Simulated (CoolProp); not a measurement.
Computed with CoolProp (reference Helmholtz-energy equation of state, de Reuck 1990).

### Question
For fluorine, give the phase and the density (kg/m³), isothermal compressibility (1/MPa), fugacity coefficient at -188.85 °C and 0.565 MPa; -149.95 °C and 13.1 MPa.

### Answer
- -188.85 °C and 0.565 MPa: liquid; density 1510, isothermal compressibility 0.00175, fugacity coefficient 0.162
- -149.95 °C and 13.1 MPa: liquid; density 1260, isothermal compressibility 0.00480, fugacity coefficient 0.167
